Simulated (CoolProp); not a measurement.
A Linde-Hampson liquefier for carbon monoxide: isothermal reversible compression at 200 K from 1 atm to 30 MPa, throttling to 1 atm, return gas leaving the recuperator 2 K below the feed. Each further row changes one setting.

Values from CoolProp's reference Helmholtz-energy equation of state, Lemmon 2006. It is a short technical equation, of lower accuracy than the large ones.

```json
[
 {"case": "as stated", "liquid yield per pass": "0.276", "compression work (kJ/kg of gas)": "316"},
 {"case": "high pressure 60 MPa", "liquid yield per pass": "0.248", "compression work (kJ/kg of gas)": "370"},
 {"case": "warm-end temperature 230 K", "liquid yield per pass": "0.201", "compression work (kJ/kg of gas)": "376"},
 {"case": "warm-end gap 7 K", "liquid yield per pass": "0.264", "compression work (kJ/kg of gas)": "316"}
]
```
